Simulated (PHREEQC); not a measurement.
Model water analysis in mmol/kgw, 25 °C, pH 3.43, pe 8.1: Na 3.15; K 29.7; Ca 0.732; Mg 4.04; Cl 4.56; S(6) 20.2; Ni 0.008; Al 0.09; Mn(2) 0.728; B 0.0265; Cu(2) 1.15; Pb 0.0207.

Na is adjusted to close the charge balance.
Valence states are taken as typed.

Computed with PHREEQC (ion-association model, wateq4f.dat).

Precipitation was switched off in this run.

Task: Estimate the ionic strength.

Result: ionic strength 0.0572 mol/kgw.

Task: In which forms is Mn present?

Result: Mn+2 63 %, MnSO4 36 %, MnCl+ 0.5 % of the Mn.

Saturation is exceeded, for instance for Anglesite; the values hold only as long as no solid forms.
